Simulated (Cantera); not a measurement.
# Carbothermic reduction: MgO + C + H2

Input: 1 mol MgO, 1.3 mol C, 0.17 mol H2, at 2425 K.

Equilibrium computed with Cantera from the NASA thermochemical tables; the gas is ideal and each condensed phase is pure. Candidate condensed phases: C, C6H6, C7H8, C8H18, H2O, Mg, MgCO3, MgO, Mg(OH)2; 116 gas species. The tables' values for MgH are old estimates; treat these amounts as uncertain. The numbers say what is thermodynamically allowed, not how fast it happens.

```
P (Pa)    x CO   x Mg      x H     x H2     x MgH      x C3  x C2H2 (acetylene)  n C(graphite)
-------  -----  -----  -------  -------  --------  --------  ------------------  -------------
10       0.429  0.429    0.134  0.00564   6.21e-6   0.00149             4.40e-5          0.287
42       0.434  0.434    0.114   0.0169   2.23e-5  0.000355            0.000132          0.296
180      0.443  0.442   0.0792   0.0353   6.80e-5   8.28e-5            0.000275          0.298
750      0.450  0.450   0.0473   0.0523  0.000172   1.99e-5            0.000409          0.298
3200     0.455  0.455   0.0253   0.0640  0.000397   4.66e-6            0.000500          0.298
13000    0.458  0.457   0.0132   0.0703  0.000843   1.15e-6            0.000549          0.298
56000    0.460  0.458  0.00648   0.0734   0.00179   2.66e-7            0.000573          0.297
240000   0.461  0.457  0.00315   0.0743   0.00372   6.21e-8            0.000580          0.297
1000000  0.462  0.454  0.00153   0.0734   0.00751   1.49e-8            0.000573          0.298
```
x: gas mole fraction; n: condensed amount in mol.

From 10.0 Pa to 10.0 bar the condensed part is C(graphite). The main Mg-bearing gas is Mg throughout.
